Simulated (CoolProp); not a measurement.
Sulfur dioxide at several states: fugacity coefficient from the reference equation and from simpler models built on Tc = 430.6 K, pc = 78.87 bar, ω = 0.256; each cubic takes its own stable root.

The numbers come from the reference Helmholtz-energy equation of state, Gao 2016 in CoolProp.

```
T (K)  p (bar)   phase  reference  Redlich-Kwong  Peng-Robinson
-----  -------  ------  ---------  -------------  -------------
391.8     1.86     gas     0.9886         0.9895         0.9881
479      0.445     gas     0.9987         0.9986         0.9985
330.1      350  liquid    0.04701        0.07006        0.04685
205.4     6.43  liquid   0.005005        0.01425       0.005438
```
